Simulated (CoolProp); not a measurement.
Values from CoolProp's reference Helmholtz-energy equation of state, Thol 2018.

Problem. Give the vapour pressure (kPa), enthalpy of vaporisation (kJ/kg), liquid cp (kJ/(kg K)), vapour Z of saturated hydrogen chloride at -98.65 °C.

Solution. 
```json
[
 {"T (°C)": "-98.65", "p (kPa)": "43.6", "enthalpy of vaporisation (kJ/kg)": "458", "liquid cp (kJ/(kg K))": "1.66", "vapour Z": "0.984"}
]
```
